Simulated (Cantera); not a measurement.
Thermodynamics of carbothermic reduction, feed Fe2O3 + CO

A closed system holds: 1 mol Fe2O3, 4.1 mol CO, held at 930 Pa.

Cantera equilibrium calculation (NASA polynomials, part measured and part estimated; ideal gas, pure solids and liquids). Candidate condensed phases: C, Fe, Fe(CO)5, FeO, Fe2O3, Fe3O4; 15 gas species. The tables' stoichiometric FeO is somewhat more stable than real wüstite, so its field is too wide. FeO: taken at fixed stoichiometry. Equilibrium is a limit: real reactors are often held back by kinetics, nucleation or transport.

```
T (K)   x CO  x CO2      x Fe     x FeO       x O  n FeO(s)  n FeO(l)
-----  -----  -----  --------  --------  --------  --------  --------
1273   0.756  0.244   3.15e-8  2.12e-11    <1e-12      2.00         0
1323   0.756  0.244   1.27e-7  1.27e-10  2.22e-12      2.00         0
1373   0.756  0.244   4.58e-7  6.68e-10  1.30e-11      2.00         0
1423   0.756  0.244   1.51e-6   3.11e-9  6.77e-11      2.00         0
1473   0.756  0.244   4.58e-6   1.30e-8  3.14e-10      2.00         0
1523   0.756  0.244   1.29e-5   4.91e-8   1.32e-9      2.00         0
1573   0.756  0.244   3.39e-5   1.70e-7   5.03e-9      2.00         0
1623   0.756  0.244   8.38e-5   5.45e-7   1.77e-8      2.00         0
1673   0.756  0.244  0.000191   1.58e-6   5.79e-8         0      2.00
1723   0.755  0.244  0.000403   4.20e-6   1.77e-7         0      2.00
1773   0.755  0.245  0.000811   1.05e-5   5.07e-7         0      2.00
1823   0.753  0.245   0.00157   2.49e-5   1.37e-6         0      1.99
1873   0.751  0.246   0.00291   5.63e-5   3.54e-6         0      1.99
1923   0.747  0.248   0.00518  0.000122   8.74e-6         0      1.98
```
x: gas mole fraction; n: condensed amount in mol.

From 1273 K to 1623 K the condensed part is FeO(s). From 1673 K to 1923 K the condensed part is FeO(l). The main Fe-bearing gas is Fe throughout.
